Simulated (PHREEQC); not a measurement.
Solution (35 °C): 0.0106 mol/kgw HF, 0.032 mol/kgw (NH4)2SiF6, 0.007 mol/kgw H3PO4 and 5.4e-05 mol/kgw H2SO4. Closed to the air; pH follows from the charge balance.

The numbers come from PHREEQC with the ion-association model, phreeqc.dat.

```json
{
  "pH": "2.32",
  "ionic_strength": "0.102 mol/kgw",
  "density": "0.998 g/cm³",
  "total_alkalinity": "-146 meq/kg"
}
```

| species | molality | activity | log γ |
|---|---|---|---|
| NH4+ | 0.0640 | 0.0473 | -0.131 |
| SiF6-2 | 0.0320 | 0.0118 | -0.434 |
| HF | 0.00919 | 0.00941 | 0.010 |
| H+ | 0.00588 | 0.00483 | -0.085 |
| H2PO4- | 0.00434 | 0.00341 | -0.106 |
| H3PO4 | 0.00266 | 0.00272 | 0.010 |
| F- | 0.00143 | 0.00108 | -0.121 |
| HF2- | 5.36e-5 | 4.17e-5 | -0.110 |

Precipitation was switched off in this run. Species that the database lacks are ignored. SiF6-2 is the database's only silicon fluoride.
